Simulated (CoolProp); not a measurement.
A Linde-Hampson liquefier for dry air: isothermal reversible compression at 250 K from 1 atm to 25 MPa, throttling to 1 atm, return gas leaving the recuperator 2 K below the feed. Each further row changes one setting.

Model: reference Helmholtz-energy equation of state, Lemmon 2000, in CoolProp. It is a pseudo-pure fit of the blend.

```csv
case,liquid yield per pass,compression work (kJ/kg of gas)
as stated,?,387
high pressure 50 MPa,?,?
warm-end temperature 280 K,?,?
warm-end gap 7 K,?,387
```

### Question
Fill in the missing entries.

### Answer

- as stated, liquid yield per pass: 0.150
- high pressure 50 MPa, liquid yield per pass: 0.165
- high pressure 50 MPa, compression work (kJ/kg of gas): 444
- warm-end temperature 280 K, liquid yield per pass: 0.108
- warm-end temperature 280 K, compression work (kJ/kg of gas): 440
- warm-end gap 7 K, liquid yield per pass: 0.138
